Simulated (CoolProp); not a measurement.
The fluoroketone C6F12O (FK-5-1-12) along the isotherm 368.2 K: Z from the reference equation and from simpler models built on Tc = 441.8 K, pc = 1869 kPa, ω = 0.471; each cubic takes its own stable root.

Values from CoolProp's reference Helmholtz-energy equation of state, McLinden 2015.

```csv
p (kPa),phase,reference
779,liquid,0.05890
1560,liquid,0.1170
2340,liquid,0.1743
3120,liquid,0.2309
3890,liquid,0.2862
4670,liquid,0.3417
5450,liquid,0.3967
6230,liquid,0.4512
7010,liquid,0.5053
7790,liquid,0.5590
8570,liquid,0.6123
9350,liquid,0.6654
```

Problem. How far does each simpler model (van der Waals, Redlich-Kwong, Soave-Redlich-Kwong, Peng-Robinson) lie from the reference over these 12 states: mean and median of the absolute difference, and the worst?

Solution. 
- van der Waals: mean 149.5 %, median 54.9 %, worst +1181.7 % at 368.2 K and 779 kPa
- Redlich-Kwong: mean 14.9 %, median 14.0 %, worst +22.4 % at 368.2 K and 779 kPa
- Soave-Redlich-Kwong: mean 8.6 %, median 8.3 %, worst +11.8 % at 368.2 K and 779 kPa
- Peng-Robinson: mean 3.6 %, median 3.8 %, worst -5.1 % at 368.2 K and 9350 kPa

At some of these states van der Waals gives the other phase, because its saturation line lies elsewhere.
